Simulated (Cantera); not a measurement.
Feed: 1 mol Si₂H₆, 1.5 mol HCl, 4.1 mol H₂, at 6000 Pa.

These are equilibrium values from Cantera (NASA tables, ideal gas, pure condensed phases), not measurements of a reactor. Candidate condensed phases: Si; 19 gas species. The feed counts by its element totals alone. The numbers say what is thermodynamically allowed, not how fast it happens.

Over these rows the condensed part is Si(s). Partial pressures as log10 of bar:

```json
[
 {"T (K)": "1225", "1000/T (1/K)": "0.8163", "log p SiHCl₃": "-3.46", "log p H₂": "-1.27", "log p HCl": "-2.40", "log p SiCl₂": "-3.14"},
 {"T (K)": "1300", "1000/T (1/K)": "0.7692", "log p SiHCl₃": "-3.69", "log p H₂": "-1.28", "log p HCl": "-2.31", "log p SiCl₂": "-2.91"},
 {"T (K)": "1375", "1000/T (1/K)": "0.7273", "log p SiHCl₃": "-4.01", "log p H₂": "-1.28", "log p HCl": "-2.26", "log p SiCl₂": "-2.78"},
 {"T (K)": "1450", "1000/T (1/K)": "0.6897", "log p SiHCl₃": "-4.37", "log p H₂": "-1.28", "log p HCl": "-2.24", "log p SiCl₂": "-2.71"},
 {"T (K)": "1525", "1000/T (1/K)": "0.6557", "log p SiHCl₃": "-4.73", "log p H₂": "-1.28", "log p HCl": "-2.24", "log p SiCl₂": "-2.68"},
 {"T (K)": "1600", "1000/T (1/K)": "0.6250", "log p SiHCl₃": "?", "log p H₂": "-1.28", "log p HCl": "-2.24", "log p SiCl₂": "-2.66"}
]
```

### Question
Fit log p(SiHCl₃) = a + b·(1000/T) to the five rows, give the apparent enthalpy, and predict the row at 1600 K.

### Answer
Means: 1000/T = 0.7316, log p = -4.052. Sxy = 0.128357, Sxx = 0.0161228, so b = 7.96 and a = -4.052 − (7.96)×0.7316 = -9.88.
Apparent enthalpy: −19.145 × (7.96) = -152 kJ/mol. With the condensed phases at unit activity, Si(s) + 3 HCl(g) = SiHCl₃(g) + H₂(g) links this pressure to the main gases: over the six rows their terms move log p by +0.49 in all, so the slope isn't that reaction's ΔH° alone. The five rows lie within 0.08 of the line.
Prediction at 1600 K: -9.88 + (7.96)×0.6250 = -4.91. The computed value is -5.07, 0.16 from the line.
